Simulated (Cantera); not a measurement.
A Cantera script and its output.

```python
import numpy as np
import cantera as ct

gas = ct.Solution("gri30.yaml")
gas.TPX = 1875, 1333, {'CH4': 1, 'N2': 9.2}
reactor = ct.IdealGasConstPressureReactor(gas, energy="off", clone=False)
net = ct.ReactorNet([reactor])
net.rtol, net.atol = 1e-08, 1e-18
show = ['CH4', 'C2H', 'CH2', 'H', 'C2H4', 'H2', 'C2H6']
times = np.geomspace(3e-05, 1, 15)

steps = ct.SolutionArray(gas, extra=["t"])
rows = []
print(f"{'t/s':>10s}{'T/K':>9s}{'P/Pa':>11s}" + "".join(f"{s:>11s}" for s in show))
for t in times:
    while net.time < t:
        t_next = net.step()
        steps.append(gas.state, t=t_next)
    rows.append([np.interp(t, steps.t, y) for y in (steps.T, steps.P, *steps(*show).X.T)])
    print(f"{t:10.3e}{rows[-1][0]:9.1f}{rows[-1][1]:11.4g}" + "".join(f"{x:11.3e}" for x in rows[-1][2:]))
rate = np.gradient(steps.T, steps.t)
print("integrator steps:", len(steps.t))
if steps.T.max() > steps.T[0] + 200:
    print(f"time of steepest temperature rise: {steps.t[rate.argmax()]:.4e} s")
gas.TPX = 1875, 1333, {'CH4': 1, 'N2': 9.2}
gas.equilibrate("TP")
print(f"equilibrium (TP): T = {gas.T:.1f} K  " + "  ".join(f"{s} {gas[s].X[0]:.3e}" for s in show))
```

Result:

```
       t/s      T/K       P/Pa        CH4        C2H        CH2          H       C2H4         H2       C2H6
 3.000e-05   1875.0       1333  9.803e-02  2.100e-21  5.677e-11  2.424e-06  1.047e-11  2.832e-06  1.929e-12
 6.312e-05   1875.0       1333  9.802e-02  1.797e-19  3.628e-10  2.833e-06  1.872e-10  8.227e-06  2.324e-11
 1.328e-04   1875.0       1333  9.799e-02  1.478e-17  1.776e-09  2.898e-06  3.170e-09  2.038e-05  2.509e-10
 2.795e-04   1875.0       1333  9.794e-02  1.007e-15  7.395e-09  2.914e-06  4.317e-08  4.613e-05  2.315e-09
 5.880e-04   1875.0       1333  9.783e-02  5.633e-14  2.925e-08  2.991e-06  4.893e-07  1.010e-04  1.799e-08
 1.237e-03   1875.0       1333  9.758e-02  2.761e-12  1.157e-07  3.355e-06  4.964e-06  2.235e-04  1.157e-07
 2.603e-03   1875.0       1333  9.699e-02  1.243e-10  4.533e-07  5.033e-06  4.684e-05  5.513e-04  6.226e-07
 5.477e-03   1875.0       1333  9.512e-02  3.911e-09  1.679e-06  1.296e-05  4.053e-04  1.905e-03  2.895e-06
 1.152e-02   1875.0       1333  8.656e-02  6.589e-08  5.163e-06  5.246e-05  2.623e-03  1.023e-02  1.030e-05
 2.425e-02   1875.0       1333  5.794e-02  6.006e-07  8.673e-06  1.994e-04  4.691e-03  4.716e-02  1.402e-05
 5.102e-02   1875.0       1333  2.742e-02  1.461e-06  6.799e-06  3.820e-04  1.069e-03  9.338e-02  4.936e-06
 1.074e-01   1875.0       1333  1.080e-02  2.180e-06  4.528e-06  5.544e-04  1.829e-04  1.178e-01  1.112e-06
 2.259e-01   1875.0       1333  3.403e-03  3.113e-06  2.753e-06  7.870e-04  2.645e-05  1.284e-01  1.776e-07
 4.753e-01   1875.0       1333  8.579e-04  4.454e-06  1.426e-06  1.123e-03  3.779e-06  1.320e-01  1.900e-08
 1.000e+00   1875.0       1333  1.893e-04  6.137e-06  6.034e-07  1.545e-03  1.379e-06  1.327e-01  1.460e-09
integrator steps: 1116
equilibrium (TP): T = 1875.0 K  CH4 2.445e-06  C2H 2.340e-06  CH2 1.436e-08  H 2.084e-03  C2H4 3.140e-07  H2 1.328e-01  C2H6 4.933e-13
```

Detailed kinetics in Cantera: GRI-Mech 3.0 (53 species, 325 reactions). GRI-Mech 3.0 stops at C3 and has no aromatics, soot or wall deposition, so with more carbon than oxygen in the feed, carbon stays in small species such as C2H2 where larger ones or solid carbon would form. Radical loss at walls, strong at low pressure, is not modelled.
